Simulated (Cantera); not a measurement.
**Equilibrium for abatement and gas-phase synthesis: HI + H2O + N2**

Feed: 1 mol HI, 8.9 mol H2O, 8.7 mol N2, held at 898.15 K and 0.00130 bar.

Equilibrium computed with Cantera from the NASA thermochemical tables; the gas is ideal and each condensed phase is pure. Candidate condensed phases: H2O, I2; 27 gas species. Kinetics and transport are ignored.

- x(H2O): 0.473
- x(N2): 0.463
- x(HI): 0.0275
- x(I): 0.0222
- x(H2): 0.0128
- x(I2): 0.00170
- gas amount: 18.81 mol
- log10 activity of I2(l) (absent): -7.60
